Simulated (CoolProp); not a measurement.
Values from CoolProp's reference Helmholtz-energy equation of state, Lemmon 2006. It is a short technical equation, of lower accuracy than the large ones.

### Question
For CH3F (R41), give the phase and the density (kg/m³), cp (kJ/(kg K)), expansivity (1/kK) at 351.4 K and 537 kPa.

### Answer
- 351.4 K and 537 kPa: gas; density 6.42, cp 1.24, expansivity 3.10
